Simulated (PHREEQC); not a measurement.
HF is added in steps, without added water, to 1 kg of water holding 0.0011 mol H3PO4 and 0.012 mol K2HPO4, at 25 °C. O2 is buffered at 0.21 atm. The system is closed to CO2. No solid was allowed to form.

Base run: PHREEQC, ion-association model, phreeqc.dat. Each further column changes one thing. The table gives HPO4-2 (mol/kgw).

```tsv
HF added (mol)	base	metal-ligand complexes left out	database wateq4f.dat	Debye-Hückel limiting law	all activity coefficients set to 1
0	0.0106	0.0109	0.0106	0.0107	0.0104
0.0072	0.00361	0.00370	0.00361	?	0.00354
0.0108	0.000200	0.000204	0.000200	0.000207	0.000179
0.018	3.10e-6	3.10e-6	?	3.41e-6	2.29e-6
0.0216	2.07e-6	2.07e-6	2.14e-6	2.28e-6	?
0.0288	1.23e-6	1.23e-6	?	1.37e-6	9.01e-7
0.0324	1.03e-6	1.03e-6	1.10e-6	1.14e-6	?
0.0396	7.64e-7	7.64e-7	8.38e-7	8.49e-7	5.52e-7
0.0432	6.76e-7	6.76e-7	7.50e-7	7.53e-7	4.87e-7
0.0504	5.48e-7	5.48e-7	6.21e-7	?	3.92e-7
0.054	4.99e-7	4.99e-7	5.73e-7	5.59e-7	3.56e-7
0.0612	4.23e-7	4.23e-7	4.96e-7	4.74e-7	3.00e-7
0.0648	3.92e-7	3.92e-7	4.65e-7	4.41e-7	2.77e-7
0.072	3.41e-7	3.41e-7	4.13e-7	3.85e-7	2.40e-7
```

Problem. Some entries are withheld; supply them.

Solution. 
- 0.0072, Debye-Hückel limiting law: 0.00363
- 0.018, database wateq4f.dat: 3.18e-6
- 0.0216, all activity coefficients set to 1: 1.52e-6
- 0.0288, database wateq4f.dat: 1.31e-6
- 0.0324, all activity coefficients set to 1: 7.46e-7
- 0.0504, Debye-Hückel limiting law: 6.12e-7

 wateq4f.dat counts part of the HF as a dimer, H2F2, which phreeqc.dat doesn't know; its constant is uncertain. H3PO4, which wateq4f.dat lacks, is added to it with the constant of phreeqc.dat. phreeqc.dat and wateq4f.dat share most of their constants, so their agreement is no independent check.
